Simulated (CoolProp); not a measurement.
Computed with CoolProp (reference Helmholtz-energy equation of state, Gao 2020).

For ammonia, give the phase and the cp (kJ/(kg K)), Prandtl number at 459.9 K and 3.16 bar; 459.9 K and 5.62 bar.


- 459.9 K and 3.16 bar: gas; cp 2.41, Prandtl number 0.843
- 459.9 K and 5.62 bar: gas; cp 2.44, Prandtl number 0.847

Viscosity comes from a separate model (Fenghour 1995). Thermal conductivity comes from a separate model (Tufeu 1984).
